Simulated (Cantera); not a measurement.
Input (Python, Cantera) and output of one run.

```python
import numpy as np
import cantera as ct

gas_names = [...]  # 110 gases of nasa_gas.yaml made of C, H, O
cond_names = """
    C(gr) C6H6(L) C7H8(L) C8H18(L),n-octa H2O(s) H2O(L)
""".split()


# ... load() reads the species with a 1 bar reference pressure and builds the phases ...
atoms = {
    'C2H2': {'C': 2, 'H': 2},
    'CO2': {'C': 1, 'O': 2},
}
top_T = {'C(gr)': 4500}  # K; cautious upper limits of use, not melting points


# ... equilibrate(T, P, feed) seeds the gas with the atoms and calls Mixture.equilibrate('TP', solver="vcs", rtol=1e-11, max_steps=5000) ...
results = []
feed = {'C2H2': 1, 'CO2': 0.11}  # mol
P = 470  # Pa
for T in [800, 850, 900, 950, 1000, 1050, 1100, 1150, 1200, 1250, 1300, 1350, 1400]:
    mix = equilibrate(T, P, feed)
    results.append((T, P, feed, dict(zip(mix.species_names, mix.species_moles))))
    x = sorted(zip(gas.X, gas.species_names), reverse=True)
    print(f"T = {T:g} K  P = {P:g} Pa  gas = {mix.phase_moles(0):.4g} mol")
    print("   x: " + "  ".join(f"{s} {v:.3e}" for v, s in x if v > 1e-05))
    print("   condensed (mol): " + ("  ".join(f"{mix.phase(i).name} {mix.phase_moles(i):.4g}"
          for i in range(1, mix.n_phases) if mix.phase_moles(i) > 1e-12) or "none"))
```

Result:

```
T = 800 K  P = 470 Pa  gas = 1.186 mol
   x: H2 8.208e-01  CO 1.507e-01  H2O 1.361e-02  CO2 1.055e-02  CH4 4.257e-03
   condensed (mol): C(gr) 1.914
T = 850 K  P = 470 Pa  gas = 1.208 mol
   x: H2 8.190e-01  CO 1.714e-01  H2O 4.655e-03  CO2 2.976e-03  CH4 1.961e-03
   condensed (mol): C(gr) 1.897
T = 900 K  P = 470 Pa  gas = 1.216 mol
   x: H2 8.189e-01  CO 1.776e-01  H2O 1.660e-03  CH4 9.836e-04  CO2 8.281e-04
   condensed (mol): C(gr) 1.892
T = 950 K  P = 470 Pa  gas = 1.218 mol
   x: H2 8.191e-01  CO 1.794e-01  H2O 6.452e-04  CH4 5.286e-04  CO2 2.532e-04
   condensed (mol): C(gr) 1.89
T = 1000 K  P = 470 Pa  gas = 1.219 mol
   x: H2 8.193e-01  CO 1.800e-01  CH4 3.013e-04  H2O 2.740e-04  CO2 8.639e-05
   condensed (mol): C(gr) 1.89
T = 1050 K  P = 470 Pa  gas = 1.22 mol
   x: H2 8.195e-01  CO 1.802e-01  CH4 1.807e-04  H2O 1.260e-04  CO2 3.263e-05
   condensed (mol): C(gr) 1.89
T = 1100 K  P = 470 Pa  gas = 1.22 mol
   x: H2 8.195e-01  CO 1.803e-01  CH4 1.133e-04  H2O 6.212e-05  CO2 1.348e-05
   condensed (mol): C(gr) 1.89
T = 1150 K  P = 470 Pa  gas = 1.22 mol
   x: H2 8.196e-01  CO 1.803e-01  CH4 7.389e-05  H2O 3.257e-05
   condensed (mol): C(gr) 1.89
T = 1200 K  P = 470 Pa  gas = 1.22 mol
   x: H2 8.196e-01  CO 1.803e-01  CH4 4.988e-05  H2O 1.803e-05
   condensed (mol): C(gr) 1.89
T = 1250 K  P = 470 Pa  gas = 1.22 mol
   x: H2 8.196e-01  CO 1.803e-01  CH4 3.471e-05  H2O 1.046e-05
   condensed (mol): C(gr) 1.89
T = 1300 K  P = 470 Pa  gas = 1.22 mol
   x: H2 8.196e-01  CO 1.803e-01  CH4 2.483e-05  H 1.461e-05
   condensed (mol): C(gr) 1.89
T = 1350 K  P = 470 Pa  gas = 1.22 mol
   x: H2 8.196e-01  CO 1.803e-01  H 3.147e-05  CH4 1.820e-05
   condensed (mol): C(gr) 1.89
T = 1400 K  P = 470 Pa  gas = 1.22 mol
   x: H2 8.196e-01  CO 1.803e-01  H 6.423e-05  CH4 1.364e-05
   condensed (mol): C(gr) 1.89
```

Method: chemical equilibrium by Gibbs-energy minimisation in Cantera with the NASA 1993 tables (ideal gas, pure condensed phases).
